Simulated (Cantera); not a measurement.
A closed system holds: 1 mol Fe₂O₃, 1.6 mol Cl₂, 0.92 mol N₂, equilibrated at 1000 °C and 2.55 Torr.

Cantera equilibrium calculation (NASA polynomials, part measured and part estimated; ideal gas, pure solids and liquids). Candidate condensed phases: Fe, FeCl₂, FeCl₃, FeO, Fe₂O₃, Fe₃O₄; 19 gas species. Equilibrium is a limit: real reactors are often held back by kinetics, nucleation or transport.

Base state: N₂ 0.285, O₂ 0.228, FeCl₂ 0.228, Cl₂ 0.123, FeCl₃ 0.0763, Cl 0.0584, NO 0.000207, ClO 5.61e-5 (mole fractions); condensed: Fe₂O₃(s).

Problem. What changes in the equilibrium state with this change: temperature from 1000 °C to 952 °C?

Solution. 
| species | before | after |
|---|---|---|
| N₂ | 0.285 | 0.304 |
| O₂ | 0.228 | 0.195 |
| Cl₂ | 0.123 | 0.194 |
| FeCl₂ | 0.228 | 0.160 |
| FeCl₃ | 0.0763 | 0.101 |
| Cl | 0.0584 | 0.0461 |
| NO | 0.000207 | 0.000141 |
| ClO | 5.61e-5 | 4.46e-5 |
| Fe₂Cl₄ | 5.19e-5 | 4.28e-5 |
| Fe₂O₃(s), mol | 0.508 | 0.605 |
